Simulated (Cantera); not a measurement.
Feed: 1 mol MgO, 2.1 mol HCl, held at 1625 K and 101000 Pa.

Method: chemical equilibrium by Gibbs-energy minimisation in Cantera with the NASA 1993 tables (ideal gas, pure condensed phases). Candidate condensed phases: H2O, Mg, MgCl2, MgO, Mg(OH)2; 22 gas species. Rates play no part.

Base state: HCl 0.811, MgCl2 0.0932, H2O 0.0932, Cl 0.00150, H2 0.000894, Cl2 0.000140 (mole fractions); condensed: MgO(s).

Q: What changes in the equilibrium state with this change: temperature from 1625 K to 1698.15 K?

A: 
```csv
species,before,after
HCl,0.811,0.775
MgCl2,0.0932,0.111
H2O,0.0932,0.111
OH,9.20e-6,2.23e-5
Cl,0.00150,0.00236
"MgO(s), mol",0.804,0.767
```

Q: What changes in the equilibrium state with this change: temperature from 1625 K to 1223 K?

A: 
```
species          before    after
-------------  --------  -------
HCl               0.811    0.955
H2O              0.0932   0.0334
MgCl2            0.0932   0.0119
Cl              0.00150  3.44e-5
H2             0.000894  5.08e-5
Cl2            0.000140  3.36e-5
MgO(s), mol       0.804    0.931
MgCl2(l), mol         0   0.0443
```
Mutual solubility and eutectic melting of coexisting phases are not modelled.
